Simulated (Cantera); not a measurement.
Input (Python, Cantera) and output of one run.

```python
import numpy as np
import cantera as ct

gas_names = [...]  # 113 gases of nasa_gas.yaml made of C, H, O, Pb
cond_names = """
    C(gr) C6H6(L) C7H8(L) C8H18(L),n-octa H2O(s) H2O(L) Pb(cr) Pb(L) PbO(rd) PbO(yw) PbO(L) PbO2(s)
    Pb3O4(s)
""".split()


# ... load() reads the species with a 1 bar reference pressure and builds the phases ...
atoms = {
    'Pb': {'Pb': 1},
    'CO': {'C': 1, 'O': 1},
    'H2': {'H': 2},
}
top_T = {'C(gr)': 4500, 'Pb3O4(s)': 820}  # K; cautious upper limits of use, not melting points


# ... equilibrate(T, P, feed) seeds the gas with the atoms and calls Mixture.equilibrate('TP', solver="vcs", rtol=1e-11, max_steps=5000) ...
results = []
feed = {'Pb': 1, 'CO': 0.16, 'H2': 1.7}  # mol
T = 1423  # K
P = 140  # Pa
mix = equilibrate(T, P, feed)
results.append((T, P, feed, dict(zip(mix.species_names, mix.species_moles))))
x = sorted(zip(gas.X, gas.species_names), reverse=True)
print(f"T = {T:g} K  P = {P:g} Pa  gas = {mix.phase_moles(0):.4g} mol")
print("   x: " + "  ".join(f"{s} {v:.3e}" for v, s in x if v > 1e-06))
print("   condensed (mol): " + ("  ".join(f"{mix.phase(i).name} {mix.phase_moles(i):.4g}"
      for i in range(1, mix.n_phases) if mix.phase_moles(i) > 1e-12) or "none"))
```

Result:

```
T = 1423 K  P = 140 Pa  gas = 2.86 mol
   x: H2 5.943e-01  Pb 3.496e-01  CO 5.594e-02  H 1.369e-04  Pb2 3.811e-06
   condensed (mol): none
```

Method: chemical equilibrium by Gibbs-energy minimisation in Cantera with the NASA 1993 tables (ideal gas, pure condensed phases).
